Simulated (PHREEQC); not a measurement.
A solution holds 1.2 mmol/kgw HF and 0.15 mmol/kgw NH4HF2, at 25 °C and 50 atm. Closed to the air; pH follows from the charge balance.

Model: ion-association model, phreeqc.dat, run in PHREEQC.

Precipitation was switched off in this run.

Question: Order these F species by the share of F that they hold, largest first: HF2-, HF, F-.

Answer: F- (53 %), HF (47 %), HF2- (0.28 %)

The pH is 3.20 and the ionic strength 0.000796 mol/kgw. Complexes and solids missing from the database can't appear. Under pressure, the constants of complexes without a molar volume in the database are unreliable.
